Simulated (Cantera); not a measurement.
What does this Cantera script print?

```python
import numpy as np
import cantera as ct

gas_names = """
    B BH BH2 BH3 BO BO2 B2 B2O B2O2 B2O3 B3O3H3 H HBO HBO2 HO2 H2 H2O H2O2 H3B3O6 O OH O2 O3
""".split()
cond_names = """
    B(b) B(L) B2O3(L) B3O3H3(cr) H2O(s) H2O(L)
""".split()


def load(file, names, dense=False):
    # The tables refer to 1 bar. Condensed volumes are neglected.
    table = {s.name: s for s in ct.Species.list_from_file(file)}
    out = []
    for n in names:
        d = dict(table[n].input_data)
        d["thermo"] = dict(d["thermo"], **{"reference-pressure": 1e5})
        if dense:
            d["equation-of-state"] = {"model": "constant-volume", "density": "1e6 g/cm^3"}
        out.append(ct.Species.from_dict(d))
    return out


gas = ct.Solution(thermo="ideal-gas", species=load("nasa_gas.yaml", gas_names))
cond = {s.name: ct.Solution(thermo="fixed-stoichiometry", species=[s], name=s.name)
        for s in load("nasa_condensed.yaml", cond_names, dense=True)}
atoms = {
    'B2O3': {'B': 2, 'O': 3},
    'H2': {'H': 2},
}
top_T = {}  # K; cautious upper limits of use, not melting points


def equilibrate(T, P, feed):
    n = {}
    for name, mol in feed.items():
        for a, k in atoms[name].items():
            n[a] = n.get(a, 0.0) + k * mol
    gas.TPX = T, P, n
    mass = sum(n.values()) * gas.mean_molecular_weight
    gas.equilibrate("TP")
    valid = [c for c in cond.values() if c.min_temp <= T <= top_T.get(c.name, c.max_temp)]
    mix = ct.Mixture([(gas, mass / gas.mean_molecular_weight)] + [(c, 0.0) for c in valid])
    mix.T, mix.P = T, P
    mix.equilibrate("TP", solver="vcs", rtol=1e-11, max_steps=5000)
    return mix


results = []
feed = {'B2O3': 1, 'H2': 2.6}  # mol
T = 2025  # K
P = 13332.2  # Pa
mix = equilibrate(T, P, feed)
results.append((T, P, feed, dict(zip(mix.species_names, mix.species_moles))))
print(gas.report(threshold=0.0001))
for i in range(1, mix.n_phases):
    print(f"{mix.phase(i).name:16s} {mix.phase_moles(i):12.5e} mol")
```

It prints:

```
       temperature   2025 K
          pressure   13332 Pa
           density   0.01638 kg/m^3
  mean mol. weight   20.686 kg/kmol
   phase of matter   gas

                          1 kg             1 kmol
                     ---------------   ---------------
          enthalpy        -6.716e+06       -1.3893e+08  J
   internal energy         -7.53e+06       -1.5577e+08  J
           entropy             13957        2.8872e+05  J/K
    Gibbs function        -3.498e+07        -7.236e+08  J
 heat capacity c_p            2572.3             53212  J/K
 heat capacity c_v            2170.4             44897  J/K

                      mass frac. Y      mole frac. X     chem. pot. / RT
                     ---------------   ---------------   ---------------
                BO          0.007922         0.0061127           -35.619
              B2O2          0.045548          0.017573           -71.239
              B2O3           0.59117           0.17566           -98.335
                 H        0.00020399         0.0041864           -10.998
               HBO          0.087394          0.064991           -46.617
              HBO2           0.20125          0.095014           -73.713
                H2          0.061475           0.63079           -21.996
               H2O         0.0048607         0.0055815           -49.092
     [  +15 minor]        0.00018031        8.8327e-05

B(b)              0.00000e+00 mol
B2O3(L)           0.00000e+00 mol
```

Equilibrium computed with Cantera from the NASA thermochemical tables; the gas is ideal and each condensed phase is pure.
